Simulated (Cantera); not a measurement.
An adiabatic, constant-pressure homogeneous reactor starts with CO : H2 : O2 : N2 : H2O = 1 : 0.98 : 2.36 : 8.86 : 0.52 (molar parts), equivalence ratio 0.42, at 1300 K and 5.00 bar. Integrator tolerance rtol = 1e-08.

Model: GRI-Mech 3.0 (53 species, 325 reactions), integrated in Cantera. The hydrogen kinetics of GRI-Mech 3.0 are dated; newer H2 mechanisms differ, most at raised pressure.

What does this change do: initial temperature 1300 to 1323 K?


```csv
quantity,before,after
time of steepest temperature rise,12.1 µs,10.3 µs
temperature at 2.00 s,2295 K,2312 K
equilibrium temperature,2295 K,2312 K
x(CO) at 2.00 s,0.00122 (gas-phase equilibrium 0.00122),0.00136 (gas-phase equilibrium 0.00136)
x(H2) at 2.00 s,0.000327 (gas-phase equilibrium 0.000327),0.000361 (gas-phase equilibrium 0.000361)
x(O2) at 2.00 s,0.102 (gas-phase equilibrium 0.102),0.101 (gas-phase equilibrium 0.101)
x(H2O2) at 2.00 s,3.58e-7 (gas-phase equilibrium 3.58e-7),3.73e-7 (gas-phase equilibrium 3.73e-7)
x(CO2) at 2.00 s,0.0772 (gas-phase equilibrium 0.0772),0.0770 (gas-phase equilibrium 0.0770)
x(OH) at 2.00 s,0.00431 (gas-phase equilibrium 0.00431),0.00459 (gas-phase equilibrium 0.00459)
```

What does this change do: initial temperature 1300 to 1025 K?


```
quantity                                                              before                                      after
---------------------------------  -----------------------------------------  -----------------------------------------
time of steepest temperature rise                                    12.1 µs                                    5.73 ms
temperature at 2.00 s                                                 2295 K                                     2076 K
equilibrium temperature                                               2295 K                                     2076 K
x(CO) at 2.00 s                      0.00122 (gas-phase equilibrium 0.00122)  0.000265 (gas-phase equilibrium 0.000265)
x(H2) at 2.00 s                    0.000327 (gas-phase equilibrium 0.000327)    8.16e-5 (gas-phase equilibrium 8.15e-5)
x(O2) at 2.00 s                          0.102 (gas-phase equilibrium 0.102)        0.104 (gas-phase equilibrium 0.104)
x(H2O2) at 2.00 s                    3.58e-7 (gas-phase equilibrium 3.58e-7)    1.99e-7 (gas-phase equilibrium 1.99e-7)
x(CO2) at 2.00 s                       0.0772 (gas-phase equilibrium 0.0772)      0.0782 (gas-phase equilibrium 0.0782)
x(OH) at 2.00 s                      0.00431 (gas-phase equilibrium 0.00431)    0.00178 (gas-phase equilibrium 0.00178)
```

What does this change do: initial temperature 1300 to 1023 K?


```json
[
 {"quantity": "time of steepest temperature rise", "before": "12.1 µs", "after": "6.04 ms"},
 {"quantity": "temperature at 2.00 s", "before": "2295 K", "after": "2074 K"},
 {"quantity": "equilibrium temperature", "before": "2295 K", "after": "2074 K"},
 {"quantity": "x(CO) at 2.00 s", "before": "0.00122 (gas-phase equilibrium 0.00122)", "after": "0.000262 (gas-phase equilibrium 0.000262)"},
 {"quantity": "x(H2) at 2.00 s", "before": "0.000327 (gas-phase equilibrium 0.000327)", "after": "8.07e-5 (gas-phase equilibrium 8.06e-5)"},
 {"quantity": "x(O2) at 2.00 s", "before": "0.102 (gas-phase equilibrium 0.102)", "after": "0.104 (gas-phase equilibrium 0.104)"},
 {"quantity": "x(H2O2) at 2.00 s", "before": "3.58e-7 (gas-phase equilibrium 3.58e-7)", "after": "1.98e-7 (gas-phase equilibrium 1.98e-7)"},
 {"quantity": "x(CO2) at 2.00 s", "before": "0.0772 (gas-phase equilibrium 0.0772)", "after": "0.0782 (gas-phase equilibrium 0.0782)"},
 {"quantity": "x(OH) at 2.00 s", "before": "0.00431 (gas-phase equilibrium 0.00431)", "after": "0.00176 (gas-phase equilibrium 0.00176)"}
]
```
